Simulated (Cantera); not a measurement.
Input (Python, Cantera) and output of one run.

```python
import numpy as np
import cantera as ct

gas_names = """
    H HO2 H2 H2O H2O2 O OH O2 O3 Si SiH SiH2 SiH3 SiH4 SiO SiO2 Si2 Si3
""".split()
cond_names = """
    H2O(s) H2O(L) Si(cr) Si(L) SiO2(Lqz) SiO2(hqz) SiO2(L)
""".split()


# ... load() reads the species with a 1 bar reference pressure and builds the phases ...
atoms = {
    'Si2H6': {'Si': 2, 'H': 6},
    'O3': {'O': 3},
}
top_T = {}  # K; cautious upper limits of use, not melting points


# ... equilibrate(T, P, feed) seeds the gas with the atoms and calls Mixture.equilibrate('TP', solver="vcs", rtol=1e-11, max_steps=5000) ...
results = []
feed = {'Si2H6': 1, 'O3': 1.7}  # mol
P = 2500  # Pa
for T in [1075, 1150, 1225, 1300, 1375, 1450, 1525, 1600, 1675, 1750, 1825, 1900, 1975]:
    mix = equilibrate(T, P, feed)
    results.append((T, P, feed, dict(zip(mix.species_names, mix.species_moles))))

top = {s: max(r[3][s] / sum(r[3][g] for g in gas_names) for r in results) for s in gas_names}
cols = sorted((s for s in top if top[s] > 1e-06), key=lambda s: -top[s])[:6]
seen = [c for c in cond_names if any(r[3].get(c, 0) > 1e-12 for r in results)]
print("log10 of partial pressures in bar; condensed amounts in mol")
print(f"{'T/K':>10s}" + "".join(f"{s[:9]:>10s}" for s in cols + seen))
for T, P, feed, n in results:
    ng = sum(n[g] for g in gas_names)
    print(f"{T:10.4g}" + "".join(f"{np.log10(max(n[s] / ng * P / 1e5, 1e-99)):10.3f}" for s in cols)
          + "".join(f"{n.get(c, 0):10.4g}" for c in seen))
```

It prints:

```
log10 of partial pressures in bar; condensed amounts in mol
       T/K        H2       H2O         H       SiO        OH      SiO2 SiO2(hqz)   SiO2(L)
      1075    -1.800    -2.038    -8.734   -16.049   -11.392   -19.854         2         0
      1150    -1.800    -2.038    -8.027   -14.307   -10.483   -17.964         2         0
      1225    -1.800    -2.038    -7.407   -12.783    -9.685   -16.309         2         0
      1300    -1.800    -2.038    -6.856   -11.440    -8.978   -14.846         2         0
      1375    -1.800    -2.038    -6.365   -10.246    -8.348   -13.545         2         0
      1450    -1.800    -2.038    -5.924    -9.179    -7.782   -12.381         2         0
      1525    -1.800    -2.038    -5.526    -8.220    -7.272   -11.333         2         0
      1600    -1.801    -2.038    -5.165    -7.354    -6.809   -10.385         2         0
      1675    -1.801    -2.038    -4.836    -6.567    -6.388    -9.523         2         0
      1750    -1.801    -2.038    -4.534    -5.858    -6.003    -8.744         0         2
      1825    -1.802    -2.038    -4.257    -5.214    -5.649    -8.034         0     1.999
      1900    -1.804    -2.038    -4.002    -4.624    -5.322    -7.383         0     1.997
      1975    -1.808    -2.037    -3.768    -4.085    -5.018    -6.782         0      1.99
```

Cantera equilibrium calculation (NASA polynomials, part measured and part estimated; ideal gas, pure solids and liquids). The feed counts by its element totals alone. The tables hold silica as quartz up to 1696 K and as liquid above; real silica turns to tridymite and cristobalite and melts near 1996 K.
